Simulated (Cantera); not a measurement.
Charge: 1 mol NH3, 0.14 mol SO2, 0.25 mol O2, equilibrated at 1675 K and 0.620 bar.

These are equilibrium values from Cantera (NASA tables, ideal gas, pure condensed phases), not measurements of a reactor. Candidate condensed phases: H2O, H2SO4, S; 35 gas species. Equilibrium is a limit: real reactors are often held back by kinetics, nucleation or transport.

Base state: H2O 0.382, H2 0.314, N2 0.247, H2S 0.0437, S2 0.0109, SH 0.00176, SO2 0.00135, SO 0.000318 (mole fractions); condensed: gas only.

Task: What changes in the equilibrium state with this change: NH3 replaced by H2O?

Result: 
| species | before | after |
|---|---|---|
| H2O | 0.382 | 0.719 |
| O2 | <1e-9 | 0.179 |
| SO2 | 0.00135 | 0.100 |
| H2 | 0.314 | 3.32e-5 |
| N2 | 0.247 | 0 |
| H2S | 0.0437 | <1e-9 |
| S2 | 0.0109 | <1e-9 |
| SH | 0.00176 | <1e-9 |
| SO3 | <1e-9 | 0.000563 |
| S2O | 5.31e-5 | <1e-9 |
| S | 3.32e-5 | <1e-9 |
